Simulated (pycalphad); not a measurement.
Computed with pycalphad from the COST 507 light-alloy database (1999), at 1 atm. The database dates from 1999; later assessments differ in places, in temperatures and in the compounds included. Phase fractions are per mole of atoms.

**Question.** Give the equilibrium state of Fe-0.5562Si (wt.%) at 1800 K.

**Answer.** BCC_A2, fraction 0.541, with 0.43 Si wt.%; LIQUID, fraction 0.459, with 0.70 Si wt.%.

BCC_A2 is bcc.
